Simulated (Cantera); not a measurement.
What does this Cantera script print?

```python
import numpy as np
import cantera as ct

gas_names = """
    CL CLO CL2 H HCL HNO HNO2 HNO3 HOCL HO2 H2 H2O H2O2 N NH NH2 NH3 NH2OH NO NO2 NO3 N2 N2H2 N2H4 N2O O
    OH O2 O3 Si SiCL SiCL2 SiCL3 SiCL4 SiH SiHCL3 SiH2 SiH2CL2 SiH3 SiH3CL SiH4 SiN SiO SiO2 Si2 Si2N
    Si3
""".split()
cond_names = """
    H2O(s) H2O(L) NH4CL(a) NH4CL(b) Si(cr) Si(L) SiO2(Lqz) SiO2(hqz) SiO2(L) Si2N2O(s) Si3N4(a)
""".split()


def load(file, names, dense=False):
    # The tables refer to 1 bar. Condensed volumes are neglected.
    table = {s.name: s for s in ct.Species.list_from_file(file)}
    out = []
    for n in names:
        d = dict(table[n].input_data)
        d["thermo"] = dict(d["thermo"], **{"reference-pressure": 1e5})
        if dense:
            d["equation-of-state"] = {"model": "constant-volume", "density": "1e6 g/cm^3"}
        out.append(ct.Species.from_dict(d))
    return out


gas = ct.Solution(thermo="ideal-gas", species=load("nasa_gas.yaml", gas_names))
cond = {s.name: ct.Solution(thermo="fixed-stoichiometry", species=[s], name=s.name)
        for s in load("nasa_condensed.yaml", cond_names, dense=True)}
atoms = {
    'SiH2Cl2': {'Si': 1, 'H': 2, 'CL': 2},
    'N2O': {'N': 2, 'O': 1},
    'N2': {'N': 2},
}
top_T = {'Si2N2O(s)': 2100, 'Si3N4(a)': 2400}  # K; cautious upper limits of use, not melting points


def equilibrate(T, P, feed):
    n = {}
    for name, mol in feed.items():
        for a, k in atoms[name].items():
            n[a] = n.get(a, 0.0) + k * mol
    gas.TPX = T, P, n
    mass = sum(n.values()) * gas.mean_molecular_weight
    gas.equilibrate("TP")
    valid = [c for c in cond.values() if c.min_temp <= T <= top_T.get(c.name, c.max_temp)]
    mix = ct.Mixture([(gas, mass / gas.mean_molecular_weight)] + [(c, 0.0) for c in valid])
    mix.T, mix.P = T, P
    mix.equilibrate("TP", solver="vcs", rtol=1e-11, max_steps=5000)
    return mix


results = []
feed = {'SiH2Cl2': 1, 'N2O': 1.5, 'N2': 1.9}  # mol
T = 1525  # K
P = 1333.22  # Pa
mix = equilibrate(T, P, feed)
results.append((T, P, feed, dict(zip(mix.species_names, mix.species_moles))))
x = sorted(zip(gas.X, gas.species_names), reverse=True)
print(f"T = {T:g} K  P = {P:g} Pa  gas = {mix.phase_moles(0):.4g} mol")
print("   x: " + "  ".join(f"{s} {v:.3e}" for v, s in x if v > 1e-06))
print("   condensed (mol): " + ("  ".join(f"{mix.phase(i).name} {mix.phase_moles(i):.4g}"
      for i in range(1, mix.n_phases) if mix.phase_moles(i) > 1e-12) or "none"))
```

It prints:

```
T = 1525 K  P = 1333.22 Pa  gas = 5.269 mol
   x: N2 6.268e-01  HCL 3.250e-01  H2 2.723e-02  SiCL2 8.676e-03  SiCL4 6.030e-03  SiCL3 4.196e-03  SiO 1.589e-03  CL 3.237e-04  SiHCL3 5.708e-05  H 3.381e-05  H2O 4.484e-06
   condensed (mol): SiO2(hqz) 0.6972  Si2N2O(s) 0.09729
```

Cantera equilibrium calculation (NASA polynomials, part measured and part estimated; ideal gas, pure solids and liquids). Mutual solubility and eutectic melting of coexisting phases are not modelled. The tables' values for SiCl3 are old estimates; treat these amounts as uncertain. The tables hold silica as quartz up to 1696 K and as liquid above; real silica turns to tridymite and cristobalite and melts near 1996 K.
